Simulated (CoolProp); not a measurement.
Computed with CoolProp (reference Helmholtz-energy equation of state, Thol 2019).

Question: For n-hexane, give the phase and the conductivity (mW/(m K)), fugacity coefficient at 326.85 °C and 0.583 MPa.

Answer: 
- 326.85 °C and 0.583 MPa: gas; conductivity 48.7, fugacity coefficient 0.963

Thermal conductivity comes from a separate model (Assael 2013).
